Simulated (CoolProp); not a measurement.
The numbers come from the reference Helmholtz-energy equation of state, Lemmon 2000 in CoolProp. It is a pseudo-pure fit of the blend.

Problem. For dry air, give the phase and the cp (kJ/(kg K)), cv (kJ/(kg K)), viscosity (µPa s) at -133.85 °C and 0.0136 MPa; -133.85 °C and 0.031 MPa; -133.85 °C and 0.0706 MPa.

Solution. 
- -133.85 °C and 0.0136 MPa: gas; cp 1.00, cv 0.716, viscosity 9.69
- -133.85 °C and 0.031 MPa: gas; cp 1.01, cv 0.716, viscosity 9.69
- -133.85 °C and 0.0706 MPa: gas; cp 1.01, cv 0.717, viscosity 9.70

Viscosity comes from a separate model (Lemmon 2004).
